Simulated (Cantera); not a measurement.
Charge: 1 mol SiH2Cl2, 0.23 mol Cl2, 110 mol N2, at 1823 K and 5.50 mbar.

Cantera equilibrium calculation (NASA polynomials, part measured and part estimated; ideal gas, pure solids and liquids). Candidate condensed phases: NH4Cl, Si, Si3N4; 28 gas species. The tables' values for SiCl, SiCl3, SiN are old estimates; treat these amounts as uncertain. Equilibrium is a limit: real reactors are often held back by kinetics, nucleation or transport.

Base state: N2 0.979, SiCl2 0.00813, H2 0.00612, HCl 0.00511, Si 0.000512, H 0.000457, Cl 0.000291, SiCl 0.000187 (mole fractions); condensed: gas only.

### Question
What changes in the equilibrium state with this change: SiH2Cl2 replaced by SiHCl3?

### Answer
```csv
species,before,after
N2,0.979,0.978
HCl,0.00511,0.00866
SiCl2,0.00813,0.00860
H2,0.00612,9.05e-5
Cl,0.000291,0.00406
Si2N,1.55e-5,<1e-9
SiCl4,6.15e-8,1.26e-5
```
The tables' values for SiCl3, SiCl are old estimates; treat these amounts as uncertain.

### Question
What changes in the equilibrium state with this change: SiH2Cl2 replaced by Si2H6?

### Answer
```csv
species,before,after
N2,0.979,0.970
H2,0.00612,0.0248
HCl,0.00511,0.00246
SiCl2,0.00813,0.000730
Si,0.000512,0.000804
SiCl3,1.80e-5,3.86e-7
Cl,0.000291,6.96e-5
SiH,3.17e-6,1.00e-5
SiCl,0.000187,7.04e-5
"Si(l), mol",0,1.80
```
The feed counts by its element totals alone. The tables' values for SiCl, SiN are old estimates; treat these amounts as uncertain.
